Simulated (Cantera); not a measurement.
Feed: 1 mol Fe3O4, 0.021 mol HCl, 0.01 mol Cl2, equilibrated at 1075 °C and 7.50 Torr.

Method: chemical equilibrium by Gibbs-energy minimisation in Cantera with the NASA 1993 tables (ideal gas, pure condensed phases). Candidate condensed phases: Fe, FeCl2, FeCl3, FeO, Fe(OH)2, Fe(OH)3, Fe2O3, Fe3O4, H2O; 22 gas species. Mutual solubility and eutectic melting of coexisting phases are not modelled. Equilibrium is a limit: real reactors are often held back by kinetics, nucleation or transport.

Base state: HCl 0.626, FeCl2 0.294, H2O 0.0243, FeCl3 0.0235, Cl 0.0164, O2 0.00775, Cl2 0.00761, Fe2Cl4 0.000121 (mole fractions); condensed: Fe2O3(s) + Fe3O4(s).

### Question
What changes in the equilibrium state with this change: temperature from 1075 °C to 827 °C?

### Answer
| species | before | after |
|---|---|---|
| HCl | 0.626 | 0.683 |
| FeCl2 | 0.294 | 0.247 |
| FeCl3 | 0.0235 | 0.0594 |
| Cl | 0.0164 | 0.000434 |
| H2O | 0.0243 | 0.00778 |
| O2 | 0.00775 | 5.96e-7 |
| OH | 1.23e-5 | 2.46e-8 |
| Fe2Cl6 | 1.72e-7 | 1.58e-5 |
| Fe2O3(s), mol | 0.0359 | 0.0365 |
| Fe3O4(s), mol | 0.973 | 0.973 |

### Question
What changes in the equilibrium state with this change: temperature from 1075 °C to 975 °C?

### Answer
```tsv
species	before	after
HCl	0.626	0.655
FeCl2	0.294	0.286
FeCl3	0.0235	0.0343
Cl	0.0164	0.00456
H2O	0.0243	0.0163
O2	0.00775	0.000271
OH	1.23e-5	1.36e-6
Fe2Cl4	0.000121	0.000312
Cl2	0.00761	0.00356
Fe2O3(s), mol	0.0359	0.0376
Fe3O4(s), mol	0.973	0.972
```
